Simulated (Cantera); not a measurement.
# Diamond growth

A diamond (100) surface in a fixed gas of H2 with x(CH4) = 0.025, x(H) = 0.0032, x(CH3) = 2.8e-05, 11000 Pa; coverages are run to steady state.

Model: the Harris–Goodwin 1993 mechanism for the reconstructed diamond (100) surface, integrated in Cantera.

| T (K) | growth (µm/h) | θ c6HH | θ c6H* | θ c6*H | θ c6** | θ c6HM |
|---|---|---|---|---|---|---|
| 900 | 0.956 | 0.686 | 0.0104 | 0.290 | 0.00432 | 0.00731 |
| 975 | 1.42 | 0.616 | 0.0161 | 0.353 | 0.00796 | 0.00517 |
| 1050 | 1.83 | 0.552 | 0.0228 | 0.407 | 0.0132 | 0.00353 |
| 1125 | 1.84 | 0.494 | 0.0303 | 0.452 | 0.0200 | 0.00199 |
| 1200 | 1.26 | 0.445 | 0.0382 | 0.487 | 0.0281 | 0.000758 |
| 1275 | 0.778 | 0.404 | 0.0461 | 0.513 | 0.0371 | 0.000211 |
| 1350 | 0.631 | 0.370 | 0.0538 | 0.529 | 0.0462 | 5.35e-5 |
θ: site fractions in the mechanism's names (c6HH fully hydrogenated, c6H* and c6*H radical sites, c6** diradical, c6HM methylated).
